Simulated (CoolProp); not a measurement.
Vapour-liquid equilibrium of R22 (1) + acetone (2) at 4.83 bar; x and y are mole fractions of (1).

Model: multi-fluid Helmholtz-energy mixture model, Kamei 1995 and Lemmon 2006; pair parameters Bell 2016, in CoolProp.

**Question.** Give the bubble temperature and the first vapour's composition at x = 0.2, 0.5, 0.95. Is there an azeotrope?

**Answer.** x = 0.2: 67.9 °C, y = 0.714; x = 0.5: 36.7 °C, y = 0.936; x = 0.95: 1.0 °C, y = 1.000. No azeotrope shows between x = 0.05 and 0.95.

Pair parameters are fitted to limited data, so mixtures are less certain than the pure fluids. With so large a gap from Raoult's law the liquid may split in two, which this calculation doesn't test in full.
